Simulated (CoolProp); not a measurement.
50 sccm (0 °C, 1 atm) of nitrogen bubbles through liquid n-decane at 364.6 K and leaves saturated at a total pressure of 0.0129 MPa (ideal gas phase). Each further row changes one setting.

Model: reference Helmholtz-energy equation of state, Lemmon 2006, in CoolProp. It is a short technical equation, of lower accuracy than the large ones.

```tsv
case	vapour pressure (kPa)	mole fraction of vapour	delivery (mg/min)	delivery (sccm)	change of delivery for a bath 1 K warmer (%)
as stated	6.74	0.523	347	54.7	9.4
bath temperature 369.6 K	8.29	0.643	572	90.0	13
total pressure 0.0258 MPa	6.74	0.261	112	17.7	5.9
```
